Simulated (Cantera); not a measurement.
**Thermodynamics of fluorocarbon and chlorocarbon gases, feed CCl₄ + H₂**

Input: 1 mol CCl₄, 0.72 mol H₂, held at 10000 Pa.

These are equilibrium values from Cantera (NASA tables, ideal gas, pure condensed phases), not measurements of a reactor. Candidate condensed phases: C, C₆H₆, C₇H₈, C₈H₁₈; 103 gas species. Ions and electrons are included (thermal ionisation). The tables' values for CCl are old estimates; treat these amounts as uncertain. Rates play no part.

```csv
T (K),log p Cl,log p HCl,log p H,log p C,log p C₃,log p C₂,log p H₂,n C(graphite)
2500,-1.20,-1.45,-3.60,-6.78,-6.30,-7.34,-4.01,0.999
3000,-1.17,-1.62,-2.22,-4.30,-3.51,-4.50,-2.84,0.936
3500,-1.17,-2.27,-1.73,-2.80,-2.35,-3.03,-3.01,0
4000,-1.19,-3.05,-1.65,-2.10,-2.77,-2.78,-3.70,0
4500,-1.20,-3.74,-1.65,-1.85,-3.97,-3.17,-4.38,0
5000,-1.21,-4.28,-1.65,-1.82,-5.42,-3.81,-4.92,0
```
log p: log10 of the partial pressure in bar; n: condensed amount in mol.

From 2500 K to 3000 K the condensed part is C(graphite). From 3500 K to 5000 K nothing is condensed. The main C-bearing gas is C₂HCl at 2500 K and C at 5000 K.
